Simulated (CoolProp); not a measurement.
A single-stage vapour-compression cycle with fluoroethane (R161): evaporating at 209.15 K (dew point), condensing at 246.15 K (bubble point), superheat 2 K, subcooling 8 K, compressor efficiency 0.9, no pressure losses. Each further row changes one setting.

Computed with CoolProp (reference Helmholtz-energy equation of state, Wu 2012).

| case | cooling COP | pressure ratio | discharge temperature (K) | refrigerating effect (kJ/kg) | volumetric capacity (kJ/m³) |
|---|---|---|---|---|---|
| as stated | 4.60 | 6.39 | 292.2 | 398 | 277 |
| evaporating temperature 214.15 K | 5.55 | 4.76 | 284.6 | 402 | 368 |
| condensing temperature 241.15 K | 5.41 | 5.17 | 282.4 | 407 | 284 |
| subcooling 13 K | 4.71 | 6.39 | 292.2 | 407 | 284 |
| superheat 12 K | 4.51 | 6.39 | 303.3 | 408 | 271 |
| compressor efficiency 0.8 | 4.09 | 6.39 | 300.7 | 398 | 277 |
